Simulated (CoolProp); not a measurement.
Vapour-liquid equilibrium of benzene (1) + toluene (2) at 373.7 K; x and y are mole fractions of (1).

Values from CoolProp's multi-fluid Helmholtz-energy mixture model, Thol 2012 and Lemmon 2006; pair parameters Bell 2016.

Task: Give the bubble pressure and the first vapour's composition at x = 0.35, 0.65, 0.8. Is there an azeotrope?

Result: x = 0.35: 0.1123 MPa, y = 0.556; x = 0.65: 0.1446 MPa, y = 0.812; x = 0.8: 0.1609 MPa, y = 0.903. No azeotrope shows between x = 0.05 and 0.95.

Pair parameters are fitted to limited data, so mixtures are less certain than the pure fluids.
